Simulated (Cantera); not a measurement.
An isothermal, constant-pressure homogeneous reactor starts with H2 : O2 : N2 = 1.9 : 1 : 5.9 (molar parts), at 825 K and 33000 Pa. Integrator tolerance rtol = 1e-08.

Detailed kinetics in Cantera: the H2/O2 subset of GRI-Mech 3.0, which has no nitrogen chemistry. Below about 950 K walls govern HO2 and H2O2 in real vessels. The temperature is held fixed by assumption; the heat of reaction is taken as removed at once.

### Question
What does this change do: temperature 825 to 898 K?

### Answer
```json
[
 {"quantity": "x(H2) at 100 s", "before": "0.121 (gas-phase equilibrium <1e-12)", "after": "3.70e-5 (gas-phase equilibrium 1.58e-11)"},
 {"quantity": "x(O2) at 100 s", "before": "0.0661 (gas-phase equilibrium 0.00637)", "after": "0.00639 (gas-phase equilibrium 0.00637)"},
 {"quantity": "x(OH) at 100 s", "before": "1.72e-9 (gas-phase equilibrium 1.57e-9)", "after": "7.37e-9 (gas-phase equilibrium 1.07e-8)"},
 {"quantity": "x(HO2) at 100 s", "before": "8.55e-6 (gas-phase equilibrium 2.69e-12)", "after": "2.52e-7 (gas-phase equilibrium 1.30e-11)"},
 {"quantity": "x(H2O2) at 100 s", "before": "0.000339 (gas-phase equilibrium 2.08e-12)", "after": "3.84e-8 (gas-phase equilibrium 7.32e-12)"},
 {"quantity": "x(O) at 100 s", "before": "2.03e-9 (gas-phase equilibrium <1e-12)", "after": "1.47e-10 (gas-phase equilibrium <1e-12)"}
]
```

### Question
What does this change do: temperature 825 to 1025 K?

### Answer
| quantity | before | after |
|---|---|---|
| x(H2) at 100 s | 0.121 (gas-phase equilibrium <1e-12) | 9.90e-10 (gas-phase equilibrium 9.61e-10) |
| x(O2) at 100 s | 0.0661 (gas-phase equilibrium 0.00637) | 0.00637 (gas-phase equilibrium 0.00637) |
| x(OH) at 100 s | 1.72e-9 (gas-phase equilibrium 1.57e-9) | 1.74e-7 (gas-phase equilibrium 1.59e-7) |
| x(HO2) at 100 s | 8.55e-6 (gas-phase equilibrium 2.69e-12) | 1.14e-10 (gas-phase equilibrium 1.18e-10) |
| x(H2O2) at 100 s | 0.000339 (gas-phase equilibrium 2.08e-12) | 5.07e-11 (gas-phase equilibrium 4.27e-11) |
| x(O) at 100 s | 2.03e-9 (gas-phase equilibrium <1e-12) | 5.49e-11 (gas-phase equilibrium 4.61e-11) |
